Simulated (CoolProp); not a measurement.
Vapour-liquid equilibrium of R134a (1) + R152A (2) at 292.9 K; x and y are mole fractions of (1).

Model: multi-fluid Helmholtz-energy mixture model, Tillner-Roth 1994 and Outcalt 1996; pair parameters Lemmon 2004, in CoolProp.

```tsv
x	bubble pressure (kPa)	y at the bubble point	dew pressure at overall composition x (kPa)	liquid density (mol/L)
0.05	509.4	0.051	509.4	13.70
0.15	511.2	0.155	511.1	13.48
0.25	[?]	0.260	513.6	13.27
0.35	517.8	[?]	517.2	13.08
0.45	[?]	0.471	[?]	12.89
0.55	528.7	0.575	527.2	12.71
0.65	535.7	0.676	533.8	12.54
0.75	543.7	0.774	541.6	12.38
0.85	552.5	0.868	550.7	12.23
0.95	562.2	0.957	561.4	[?]
```

Question: What belongs in the gaps?

Answer: 
- 0.25, bubble pressure (kPa): 514.0
- 0.35, y at the bubble point: 0.366
- 0.45, bubble pressure (kPa): 522.7
- 0.45, dew pressure at overall composition x (kPa): 521.7
- 0.95, liquid density (mol/L): 12.09

No azeotrope shows between x = 0.05 and 0.95.

The pair parameters rest on a limited set of measurements; away from them the model extrapolates.
